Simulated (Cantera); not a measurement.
Standard-state values (1 bar) from the NASA 1993 polynomials, evaluated with Cantera. Values are per mole of reaction as written; species without (g) are pure solids or liquids, kept so even where they would boil at 1 bar.

Q: Between 2050 and 2500 K, where is each reaction favourable under standard conditions?
- 2 C + O₂(g) → 2 CO(g)
- V + O₂(g) → VO₂(g)
- 4 Al + O₂(g) → 2 Al₂O(g)

A: 
- 2 C + O₂(g) → 2 CO(g): ΔG° is -580 kJ at 2050 K and -655 kJ at 2500 K; it stays negative (K > 1). ΔH° is -246 kJ and ΔS° 163 J/K at 2500 K.
- V + O₂(g) → VO₂(g): ΔG° is -276 kJ at 2050 K and -277 kJ at 2500 K; it stays negative (K > 1). ΔH° is -289 kJ and ΔS° -5 J/K at 2500 K.
- 4 Al + O₂(g) → 2 Al₂O(g): ΔG° is -554 kJ at 2050 K and -586 kJ at 2500 K; it stays negative (K > 1). ΔH° is -417 kJ and ΔS° 68 J/K at 2500 K.
